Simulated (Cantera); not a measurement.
Charge: 1 mol Fe3O4, 7.3 mol C, 0.22 mol N2, at 1373 K and 0.110 bar.

Cantera equilibrium calculation (NASA polynomials, part measured and part estimated; ideal gas, pure solids and liquids). Candidate condensed phases: C, Fe, Fe(CO)5, FeO, Fe2O3, Fe3O4; 27 gas species. Condensed phases not in the tables: cementite and carbon dissolved in iron. Kinetics and transport are ignored.

Base state: CO 0.948, N2 0.0521, CO2 0.000225 (mole fractions); condensed: C(graphite) + Fe(γ).

**Question.** What changes in the equilibrium state with this change: temperature from 1373 K to 2475 K?

**Answer.** 
```csv
species,before,after
CO,0.948,0.727
Fe,7.09e-8,0.233
N2,0.0521,0.0400
CN,<1e-9,5.04e-5
CO2,0.000225,2.45e-7
"C(graphite), mol",3.30,3.30
"Fe(γ), mol",3.00,0
"Fe(l), mol",0,1.72
```
Iron dissolves carbon and melts from about 1420 K in contact with it, which pure phases cannot show.
